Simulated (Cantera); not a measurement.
Standard-state values (1 bar) from the NASA 1993 polynomials, evaluated with Cantera. Values are per mole of reaction as written; species without (g) are pure solids or liquids, kept so even where they would boil at 1 bar.

3 TaO₂(g) + 2 N₂O(g) → 3 Ta + 4 NO₂(g)

```
T (K)  ΔH° (kJ)  ΔS° (J/K)  ΔG° (kJ)  log10 K
-----  --------  ---------  --------  -------
300           ?          ?         ?        ?
1673      600.4     -168.7     882.7   -27.56
1723      601.8     -167.9     891.1   -27.01
1773      603.1     -167.2     899.5   -26.50
1823      604.5     -166.4     907.8   -26.01
1873          ?          ?         ?        ?
```

Question: Some entries are withheld; supply them.

Answer: 
- 300, ΔH° (kJ): 576.1
- 300, ΔS° (J/K): -195.6
- 300, ΔG° (kJ): 634.8
- 300, log10 K: -110.53
- 1873, ΔH° (kJ): 605.9
- 1873, ΔS° (J/K): -165.6
- 1873, ΔG° (kJ): 916.1
- 1873, log10 K: -25.55
